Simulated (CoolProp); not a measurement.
Model: reference Helmholtz-energy equation of state, Akasaka 2023, in CoolProp.

Problem. For R1336mzz(E), give the phase and the density (kg/m³), Joule-Thomson coefficient (K/MPa) at 274.5 K and 3.95 bar; 311.5 K and 3.95 bar.

Solution. 
- 274.5 K and 3.95 bar: liquid; density 1390, Joule-Thomson coefficient -0.273
- 311.5 K and 3.95 bar: liquid; density 1280, Joule-Thomson coefficient -0.115
